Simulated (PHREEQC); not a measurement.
Make-up at 15 °C: 0.018 mol/kgw HBr, 5.1e-05 mol/kgw FeSO4 and 0.04 mol/kgw CaBr2. It is in equilibrium with CO2 at log p = -2 (atm). Otherwise closed; pH follows from the charge balance.

Equilibrium calculation in PHREEQC: ion-association model, phreeqc.dat.

No solid was allowed to form.

### Question
What pH, specific conductance, density does the model give?

### Answer
pH 1.83; specific conductance 11200 µS/cm; density 1.007 g/cm³.

### Question
In which forms is S present?

### Answer
SO4-2 42 %, CaSO4 33 %, HSO4- 21 %, CaHSO4+ 3.7 % of the S.
